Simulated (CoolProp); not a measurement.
Properties of diethyl ether at several states.

Values from CoolProp's reference Helmholtz-energy equation of state, Thol 2014.

```csv
T (°C),p (MPa),phase,density (kg/m³),Joule-Thomson coefficient (K/MPa),isothermal compressibility (1/MPa),expansivity (1/kK),fugacity coefficient
88.15,0.365,gas,9.928,22.62,3.057,4.005,0.9162
257.15,0.182,gas,3.092,5.513,5.554,1.961,0.9895
197.25,0.277,gas,5.385,7.960,3.706,2.325,0.9754
16.15,17.9,liquid,738.3,-0.3707,0.001348,1.323,0.005819
147.55,0.108,gas,2.322,11.11,9.397,2.502,0.9858
266.55,0.913,gas,15.90,5.562,1.157,2.247,0.9507
```
